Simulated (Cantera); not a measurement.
A freely propagating, adiabatic, planar premixed flame of 33.5 % H₂, 14.0 % O₂, 52.6 % N₂, equivalence ratio 1.2, unburnt at 398 K and 330 Torr; unity-Lewis-number transport, grid criteria slope 0.08 and curve 0.16, no radiation.

Cantera simulation using the H2/O2 subset of GRI-Mech 3.0, which has no nitrogen chemistry; the numbers are that mechanism's predictions, not measurements. Unity Lewis numbers drop preferential diffusion, which matters most where H2 and H carry the flame. Burning velocities carry a grid error of a few per cent, more on coarse grids.

x: mole fraction of selected species; z is measured from the peak of heat release.

```csv
z (mm),T (K),u (m/s),x H₂,x O₂,x H₂O,x H,x HO₂,x H₂O₂
-2.77,398,2.49,0.335,0.140,1.12e-8,<1e-8,<1e-8,<1e-8
-1.85,398,2.49,0.335,0.140,6.14e-7,<1e-8,1.47e-8,<1e-8
-1.39,398,2.49,0.335,0.140,4.29e-6,<1e-8,1.03e-7,<1e-8
-0.924,398,2.49,0.335,0.140,(withheld),<1e-8,(withheld),(withheld)
-0.462,434,2.70,0.331,0.138,0.00434,7.29e-6,9.54e-5,7.00e-6
-0.231,705,4.32,0.297,0.121,0.0421,0.00400,0.000127,1.06e-5
0,(withheld),7.02,(withheld),(withheld),(withheld),(withheld),(withheld),(withheld)
0.231,1463,8.55,0.0823,0.0253,0.230,0.0828,1.13e-5,1.64e-6
0.462,1601,9.25,0.0710,0.0170,0.247,0.0765,6.65e-6,1.13e-6
0.924,1751,10.00,0.0723,0.0136,0.257,0.0612,4.58e-6,6.12e-7
1.85,1907,10.8,0.0732,0.0105,0.268,0.0458,3.09e-6,3.11e-7
3.70,2059,11.5,0.0724,0.00742,0.280,0.0322,1.96e-6,1.66e-7
7.40,2191,12.1,0.0704,0.00468,0.292,0.0216,1.21e-6,9.98e-8
```

Q: Complete the blanks.

A: 
- -0.924, x H₂O: 6.08e-5
- -0.924, x HO₂: 1.44e-6
- -0.924, x H₂O₂: 1.37e-7
- 0, T (K): 1180
- 0, x H₂: 0.172
- 0, x O₂: 0.0664
- 0, x H₂O: 0.153
- 0, x H: 0.0498
- 0, x HO₂: 3.60e-5
- 0, x H₂O₂: 1.81e-6
